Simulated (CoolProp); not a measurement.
A simple Rankine cycle with c-C4F8 (RC318): condensing at 299.15 K, boiler at 1.25 MPa, turbine inlet 355 K, turbine efficiency 0.8, pump efficiency 0.8, no recuperator. Each further row changes one setting.

The numbers come from the reference Helmholtz-energy equation of state, Platzer 1990 in CoolProp. This equation is an older, rougher fit; its heat capacities, sound speeds and derivatives of the liquid may be far off and weren't checked against measurements.

| case | thermal efficiency (%) | net work (kJ/kg) | heat in (kJ/kg) | turbine exit temperature (K) | volume ratio over the turbine |
|---|---|---|---|---|---|
| as stated | 8.7 | 12.2 | 140 | 327.5 | 4.49 |
| turbine inlet 375 K | (withheld) | 13.5 | 160 | 349.3 | 4.25 |
| condensing temperature 291.15 K | 9.9 | 14.7 | 148 | 323.4 | (withheld) |
| boiler pressure 0.875 MPa | 6.7 | 9.70 | (withheld) | 336.8 | 2.88 |
| turbine efficiency 0.7 | 7.6 | 10.5 | 140 | 329.3 | 4.52 |

### Question
Fill in the missing entries.

### Answer

- turbine inlet 375 K, thermal efficiency (%): 8.5
- condensing temperature 291.15 K, volume ratio over the turbine: 5.85
- boiler pressure 0.875 MPa, heat in (kJ/kg): 145
